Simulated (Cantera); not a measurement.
Input (Python, Cantera) and output of one run.

```python
import numpy as np
import cantera as ct

gas_names = """
    Br Br2 Ca CaBr CaBr2 CaO CaOH CaO2H2 Ca2 H HBr HNO HNO2 HNO3 HO2 H2 H2O H2O2 N NH NH2 NH3 NH2OH NO
    NO2 NO3 N2 N2H2 N2H4 N2O O OH O2 O3
""".split()
cond_names = """
    Br2(cr) Br2(L) Ca(a) Ca(b) Ca(L) CaBr2(s) CaBr2(L) CaO(s) CaO(L) CaO2H2(s) H2O(s) H2O(L)
""".split()


# ... load() reads the species with a 1 bar reference pressure and builds the phases ...
atoms = {
    'CaO': {'Ca': 1, 'O': 1},
    'HBr': {'H': 1, 'Br': 1},
    'N2': {'N': 2},
}
top_T = {}  # K; cautious upper limits of use, not melting points


# ... equilibrate(T, P, feed) seeds the gas with the atoms and calls Mixture.equilibrate('TP', solver="vcs", rtol=1e-11, max_steps=5000) ...
results = []
feed = {'CaO': 1, 'HBr': 3.9, 'N2': 1.1}  # mol
P = 13332.2  # Pa
for T in [1075, 1125, 1175, 1225, 1275, 1325, 1375, 1425, 1475, 1525, 1575, 1625, 1675]:
    mix = equilibrate(T, P, feed)
    results.append((T, P, feed, dict(zip(mix.species_names, mix.species_moles))))

top = {s: max(r[3][s] / sum(r[3][g] for g in gas_names) for r in results) for s in gas_names}
cols = sorted((s for s in top if top[s] > 1e-05), key=lambda s: -top[s])[:7]
seen = [c for c in cond_names if any(r[3].get(c, 0) > 1e-12 for r in results)]
print("log10 of partial pressures in bar; condensed amounts in mol")
print(f"{'T/K':>10s}" + "".join(f"{s[:9]:>10s}" for s in cols + seen))
for T, P, feed, n in results:
    ng = sum(n[g] for g in gas_names)
    print(f"{T:10.4g}" + "".join(f"{np.log10(max(n[s] / ng * P / 1e5, 1e-99)):10.3f}" for s in cols)
          + "".join(f"{n.get(c, 0):10.4g}" for c in seen))
```

Result:

```
log10 of partial pressures in bar; condensed amounts in mol
       T/K       HBr        N2       H2O     CaBr2        Br        H2       Br2  CaBr2(L)
      1075    -1.200    -1.436    -1.477    -5.434    -4.044    -4.031    -4.320    0.9999
      1125    -1.201    -1.436    -1.477    -4.893    -3.798    -3.867    -4.252    0.9996
      1175    -1.202    -1.436    -1.478    -4.402    -3.577    -3.708    -4.199    0.9988
      1225    -1.203    -1.437    -1.478    -3.957    -3.378    -3.555    -4.159    0.9967
      1275    -1.206    -1.438    -1.479    -3.550    -3.198    -3.408    -4.129    0.9915
      1325    -1.210    -1.439    -1.481    -3.179    -3.035    -3.268    -4.108    0.9799
      1375    -1.216    -1.443    -1.484    -2.837    -2.886    -3.137    -4.095    0.9557
      1425    -1.225    -1.449    -1.490    -2.524    -2.752    -3.015    -4.091    0.9074
      1475    -1.240    -1.459    -1.501    -2.234    -2.632    -2.904    -4.097    0.8153
      1525    -1.265    -1.478    -1.519    -1.967    -2.526    -2.806    -4.117    0.6432
      1575    -1.304    -1.510    -1.551    -1.719    -2.439    -2.724    -4.160    0.3203
      1625    -1.344    -1.540    -1.581    -1.581    -2.359    -2.648    -4.203         0
      1675    -1.356    -1.542    -1.583    -1.583    -2.267    -2.559    -4.211         0
```

Method: chemical equilibrium by Gibbs-energy minimisation in Cantera with the NASA 1993 tables (ideal gas, pure condensed phases).
